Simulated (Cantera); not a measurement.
**Pyrogenic steam for wet oxidation**

An isothermal, constant-pressure homogeneous reactor starts with 3.23 % H2, 8.06 % O2, 88.7 % N2, at 1048 K and 82.5 Torr.

Detailed kinetics in Cantera: GRI-Mech 3.0 (53 species, 325 reactions). Radical loss at walls, strong at low pressure, is not modelled.

```json
[
 {"t (s)": "7.00e-5", "x H2": "0.0323", "x O2": "0.0806", "x NO": "<1e-12", "x HO2": "5.20e-11", "x H": "4.97e-11", "x H2O": "9.24e-12"},
 {"t (s)": "0.000228", "x H2": "0.0323", "x O2": "0.0806", "x NO": "<1e-12", "x HO2": "1.80e-10", "x H": "2.64e-10", "x H2O": "2.03e-10"},
 {"t (s)": "0.000740", "x H2": "0.0323", "x O2": "0.0806", "x NO": "<1e-12", "x HO2": "1.48e-9", "x H": "1.13e-8", "x H2O": "1.61e-8"},
 {"t (s)": "0.00240", "x H2": "0.0299", "x O2": "0.0795", "x NO": "3.67e-10", "x HO2": "4.67e-6", "x H": "0.00112", "x H2O": "0.00174"},
 {"t (s)": "0.00782", "x H2": "0.000529", "x O2": "0.0654", "x NO": "6.97e-7", "x HO2": "4.21e-6", "x H": "0.000758", "x H2O": "0.0317"},
 {"t (s)": "0.0254", "x H2": "3.77e-5", "x O2": "0.0655", "x NO": "7.07e-7", "x HO2": "1.43e-6", "x H": "7.92e-6", "x H2O": "0.0327"},
 {"t (s)": "0.0826", "x H2": "3.24e-6", "x O2": "0.0656", "x NO": "7.01e-7", "x HO2": "2.40e-7", "x H": "2.14e-7", "x H2O": "0.0328"},
 {"t (s)": "0.269", "x H2": "3.05e-7", "x O2": "0.0656", "x NO": "6.99e-7", "x HO2": "3.97e-8", "x H": "1.16e-8", "x H2O": "0.0328"},
 {"t (s)": "0.873", "x H2": "4.26e-8", "x O2": "0.0656", "x NO": "7.01e-7", "x HO2": "8.41e-9", "x H": "1.06e-9", "x H2O": "0.0328"},
 {"t (s)": "2.84", "x H2": "9.21e-9", "x O2": "0.0656", "x NO": "7.04e-7", "x HO2": "2.17e-9", "x H": "1.34e-10", "x H2O": "0.0328"},
 {"t (s)": "9.23", "x H2": "2.42e-9", "x O2": "0.0656", "x NO": "7.06e-7", "x HO2": "6.59e-10", "x H": "1.99e-11", "x H2O": "0.0328"},
 {"t (s)": "30.0", "x H2": "7.04e-10", "x O2": "0.0656", "x NO": "7.07e-7", "x HO2": "2.82e-10", "x H": "3.28e-12", "x H2O": "0.0328"}
]
```
x: mole fraction; the columns are a selection and need not sum to one.

Equilibrium at this temperature and pressure: H2 1.33e-10, O2 0.0656, NO 3.11e-5, HO2 2.67e-10, H <1e-12, H2O 0.0328 (gas phase only).
